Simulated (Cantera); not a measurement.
Cantera run, input and output.

```python
import numpy as np
import cantera as ct

gas = ct.Solution("gri30.yaml")
gas.TPX = 1073, 200, {'H2': 0.041, 'O2': 1, 'N2': 0.31}
reactor = ct.IdealGasConstPressureReactor(gas, energy="off", clone=False)
net = ct.ReactorNet([reactor])
net.rtol, net.atol = 1e-08, 1e-18
show = ['H2', 'O2', 'HO2', 'O', 'NO2']
times = np.geomspace(0.0002, 300, 12)

steps = ct.SolutionArray(gas, extra=["t"])
rows = []
print(f"{'t/s':>10s}{'T/K':>9s}{'P/Pa':>11s}" + "".join(f"{s:>11s}" for s in show))
for t in times:
    while net.time < t:
        t_next = net.step()
        steps.append(gas.state, t=t_next)
    rows.append([np.interp(t, steps.t, y) for y in (steps.T, steps.P, *steps(*show).X.T)])
    print(f"{t:10.3e}{rows[-1][0]:9.1f}{rows[-1][1]:11.4g}" + "".join(f"{x:11.3e}" for x in rows[-1][2:]))
rate = np.gradient(steps.T, steps.t)
print("integrator steps:", len(steps.t))
if steps.T.max() > steps.T[0] + 200:
    print(f"time of steepest temperature rise: {steps.t[rate.argmax()]:.4e} s")
gas.TPX = 1073, 200, {'H2': 0.041, 'O2': 1, 'N2': 0.31}
gas.equilibrate("TP")
print(f"equilibrium (TP): T = {gas.T:.1f} K  " + "  ".join(f"{s} {gas[s].X[0]:.3e}" for s in show))
```

It prints:

```
       t/s      T/K       P/Pa         H2         O2        HO2          O        NO2
 2.000e-04   1073.0        200  3.035e-02  7.402e-01  4.200e-11  5.259e-12  4.499e-35
 7.286e-04   1073.0        200  3.035e-02  7.402e-01  1.530e-10  5.723e-11  1.388e-32
 2.654e-03   1073.0        200  3.035e-02  7.402e-01  5.580e-10  5.877e-10  5.247e-30
 9.670e-03   1073.0        200  3.035e-02  7.402e-01  2.060e-09  1.966e-08  3.904e-27
 3.523e-02   1073.0        200  2.872e-02  7.390e-01  4.111e-07  8.120e-04  5.168e-18
 1.283e-01   1073.0        200  4.090e-04  7.172e-01  4.963e-07  1.952e-02  5.755e-14
 4.675e-01   1073.0        200  3.371e-04  7.208e-01  4.767e-07  1.586e-02  2.655e-13
 1.703e+00   1073.0        200  1.809e-04  7.283e-01  4.041e-07  8.141e-03  8.615e-13
 6.205e+00   1073.0        200  3.824e-05  7.345e-01  2.233e-07  1.679e-03  3.216e-12
 2.260e+01   1073.0        200  3.872e-06  7.360e-01  6.153e-08  1.700e-04  1.269e-11
 8.235e+01   1073.0        200  3.876e-07  7.362e-01  1.082e-08  1.711e-05  2.473e-11
 3.000e+02   1073.0        200  5.298e-08  7.362e-01  1.942e-09  2.351e-06  2.693e-11
integrator steps: 1715
equilibrium (TP): T = 1073.0 K  H2 5.379e-10  O2 7.362e-01  HO2 8.316e-10  O 2.403e-08  NO2 1.892e-07
```

Model: GRI-Mech 3.0 (53 species, 325 reactions), integrated in Cantera. Radical loss at walls, strong at low pressure, is not modelled.
